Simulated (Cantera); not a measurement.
Feed: 1 mol B, 1.4 mol H2, 7 mol N2, at 802 °C and 10.0 mbar.

Equilibrium computed with Cantera from the NASA thermochemical tables; the gas is ideal and each condensed phase is pure. Candidate condensed phases: B, BN; 15 gas species. N2 is the only nitrogen source here; it is nearly inert below about 1500 K, so the nitride shown seldom forms there in practice. The numbers say what is thermodynamically allowed, not how fast it happens.

Base state: N2 0.823, H2 0.177 (mole fractions); condensed: BN(s).

Q: What changes in the equilibrium state with this change: temperature from 802 °C to 1900 °C?

A: 
```csv
species,before,after
N2,0.823,0.815
H2,0.177,0.166
H,6.18e-8,0.0196
BH2,<1e-9,7.60e-5
B,<1e-9,7.41e-5
"BN(s), mol",1.00,0.999
```
The tables' values for BH2 are old estimates; treat these amounts as uncertain.
